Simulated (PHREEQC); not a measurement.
**Polishing slurry liquid**

Dissolve 0.012 mol/kgw K2CO3, 0.00025 mol/kgw H4SiO4 and 0.0013 mol/kgw CO2 at 25 °C. Closed to the air; pH follows from the charge balance.

All values are PHREEQC results (ion-association model, phreeqc.dat), not measurements.

The pH is 10.60, the ionic strength comes out as 0.0340 mol/kgw and the specific conductance is 2910 µS/cm. The total alkalinity is 24.0 meq/kg.

```tsv
species	molality	activity	log γ
K+	0.0240	0.0201	-0.077
CO3-2	0.0100	0.00521	-0.283
HCO3-	0.00330	0.00280	-0.071
OH-	0.000479	0.000401	-0.078
H3SiO4-	0.000218	0.000183	-0.076
H4SiO4	3.11e-5	3.13e-5	0.003
```

This is a speciation only: nothing precipitates in the calculation. Complexes and solids missing from the database can't appear.
